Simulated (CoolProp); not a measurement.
Model: reference Helmholtz-energy equation of state, Thol 2015, in CoolProp.

For octamethylcyclotetrasiloxane (D4), give the phase and the Z, Joule-Thomson coefficient (K/MPa) at 184.25 °C and 0.674 bar; 184.25 °C and 4.72 bar; 184.25 °C and 6.74 bar.


- 184.25 °C and 0.674 bar: gas; Z 0.954, Joule-Thomson coefficient 20.0
- 184.25 °C and 4.72 bar: liquid; Z 0.0487, Joule-Thomson coefficient -0.0861
- 184.25 °C and 6.74 bar: liquid; Z 0.0695, Joule-Thomson coefficient -0.0925
